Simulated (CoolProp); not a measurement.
A simple Rankine cycle with the fluoroketone C6F12O (FK-5-1-12): condensing at 326.15 K, boiler at 0.4 MPa, turbine inlet 499 K, turbine efficiency 0.8, pump efficiency 0.8, no recuperator. Each further row changes one setting.

Model: reference Helmholtz-energy equation of state, McLinden 2015, in CoolProp.

```csv
case,thermal efficiency (%),net work (kJ/kg),heat in (kJ/kg),turbine exit temperature (K),volume ratio over the turbine
as stated,4.8,12.2,254,485.6,3.47
condensing temperature 318.15 K,5.7,14.9,263,482.8,4.57
boiler pressure 0.28 MPa,3.5,8.80,255,489.6,2.41
turbine efficiency 0.7,4.2,10.6,254,487.1,3.48
```
